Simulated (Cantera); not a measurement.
A Cantera script and its output.

```python
import numpy as np
import cantera as ct

gas = ct.Solution("gri30.yaml")
gas.TPX = 300, 500000, {'CH4': 1, 'O2': 1.54, 'N2': 5.78, 'CO2': 0.2}
flame = ct.FreeFlame(gas, width=0.013)
flame.set_refine_criteria(ratio=3, slope=0.08, curve=0.16)
flame.transport_model = "mixture-averaged"
flame.solve(loglevel=0, auto=True)
z, T = flame.grid, flame.T
thick = (T[-1] - T[0]) / np.gradient(T, z).max()
show = ['CH4', 'O2', 'CO2', 'C2H', 'CO', 'OH']
print(f"laminar burning velocity  {flame.velocity[0] * 100:.3f} cm/s")
print(f"burnt temperature         {T[-1]:.1f} K")
print(f"thermal thickness         {thick * 1e3:.4f} mm")
print(f"grid points               {len(z)}")
z0 = z[flame.heat_release_rate.argmax()]
print(f"{'z/mm':>9s}{'T/K':>9s}{'u/(m/s)':>9s}" + "".join(f"{s:>11s}" for s in show))
rows = []
for k in (-3, -2, -1.5, -1, -0.5, -0.25, 0, 0.25, 0.5, 1, 2, 4, 8):
    zz = z0 + k * thick
    rows.append([k * thick, np.interp(zz, z, T), np.interp(zz, z, flame.velocity),
                 *(np.interp(zz, z, flame.X[gas.species_index(s)]) for s in show)])
    print(f"{rows[-1][0] * 1e3:9.3f}{rows[-1][1]:9.1f}{rows[-1][2]:9.3f}" + "".join(f"{x:11.3e}" for x in rows[-1][3:]))
```

Output:

```
laminar burning velocity  7.574 cm/s
burnt temperature         2007.5 K
thermal thickness         0.3591 mm
grid points               125
     z/mm      T/K  u/(m/s)        CH4         O2        CO2        C2H         CO         OH
   -1.077    300.2    0.076  1.172e-01  1.805e-01  2.345e-02  8.992e-34  4.076e-06  2.163e-15
   -0.718    305.9    0.078  1.164e-01  1.796e-01  2.339e-02  8.204e-29  1.167e-04  1.449e-12
   -0.539    335.2    0.085  1.139e-01  1.770e-01  2.339e-02  2.404e-25  7.845e-04  3.262e-11
   -0.359    487.8    0.126  1.031e-01  1.646e-01  2.422e-02  6.623e-20  4.897e-03  9.440e-10
   -0.180   1015.2    0.266  6.667e-02  1.141e-01  3.166e-02  2.390e-12  2.385e-02  4.850e-07
   -0.090   1423.2    0.377  3.674e-02  6.874e-02  4.100e-02  1.637e-09  4.204e-02  1.217e-05
    0.000   1793.2    0.478  1.057e-02  2.407e-02  5.319e-02  1.272e-07  5.962e-02  1.394e-04
    0.090   1950.7    0.520  2.419e-03  5.324e-03  6.176e-02  3.156e-07  6.442e-02  2.913e-04
    0.180   1990.7    0.530  1.023e-03  1.314e-03  6.550e-02  1.873e-07  6.416e-02  2.426e-04
    0.359   2006.3    0.534  5.125e-04  1.630e-04  6.779e-02  6.561e-08  6.351e-02  1.333e-04
    0.718   2009.2    0.535  2.921e-04  9.335e-06  6.859e-02  2.326e-08  6.346e-02  8.107e-05
    1.436   2008.6    0.535  1.331e-04  5.302e-07  6.861e-02  8.555e-09  6.391e-02  7.165e-05
    2.873   2007.8    0.535  2.931e-05  4.170e-07  6.846e-02  1.586e-09  6.432e-02  7.158e-05
```

Model: GRI-Mech 3.0 (53 species, 325 reactions), integrated in Cantera. Burning velocities carry a grid error of a few per cent, more on coarse grids.
